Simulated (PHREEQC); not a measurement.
## Copper plating or etch bath: speciation

A solution holds 0.0043 mol/kgw Cu(NO3)2, 0.0049 mol/kgw HNO3 and 0.00022 mol/kgw FeCl3, at 20 °C. Closed to the air; pH follows from the charge balance.

All values are PHREEQC results (ion-association model, wateq4f.dat), not measurements.

Precipitation was switched off in this run.

Q: Estimate the pH.

A: pH 2.35.

Q: In which forms is Fe present?

A: Fe+3 59 %, FeOH+2 38 %, Fe(OH)2+ 1.6 %, Fe2(OH)2+4 0.6 %, FeCl+2 0.5 % of the Fe.

Examples of supersaturated solids here: Hematite (slow to form), Goethite (slow to form). Others may be too.
